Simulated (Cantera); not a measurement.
## Silicon epitaxy and polysilicon growth: Si2Cl6 + N2 + HCl

Input: 1 mol Si2Cl6, 200 mol N2, 0.099 mol HCl, held at 1.50 bar.

Cantera equilibrium calculation (NASA polynomials, part measured and part estimated; ideal gas, pure solids and liquids). Candidate condensed phases: NH4Cl, Si, Si3N4; 28 gas species. The feed counts by its element totals alone. N2 is the only nitrogen source here; it is nearly inert below about 1500 K, so the nitride shown seldom forms there in practice. The tables' values for SiCl3 are old estimates; treat these amounts as uncertain. The numbers say what is thermodynamically allowed, not how fast it happens.

```
T (°C)   x N2  x SiCl4   x SiCl2   x SiCl3  n Si3N4(s)
------  -----  -------  --------  --------  ----------
700     0.992  0.00745   4.80e-9   1.12e-6       0.167
750     0.992  0.00745   2.64e-8   3.05e-6       0.167
800     0.992  0.00745   1.23e-7   7.58e-6       0.166
850     0.992  0.00744   5.01e-7   1.73e-5       0.166
900     0.992  0.00742   1.80e-6   3.68e-5       0.166
950     0.992  0.00739   5.80e-6   7.34e-5       0.165
1000    0.992  0.00734   1.70e-5  0.000138       0.164
1050    0.992  0.00724   4.56e-5  0.000246       0.161
1100    0.992  0.00708  0.000113  0.000416       0.156
1150    0.992  0.00682  0.000260  0.000670       0.147
1200    0.992  0.00640  0.000557   0.00102       0.131
1250    0.991  0.00578   0.00111   0.00147       0.105
1300    0.991  0.00494   0.00205   0.00196      0.0651
1350    0.990  0.00389   0.00346   0.00240     0.00987
```
x: gas mole fraction; n: condensed amount in mol.

From 700 °C to 1350 °C the condensed part is Si3N4(s). The main Si-bearing gas is SiCl4 throughout.
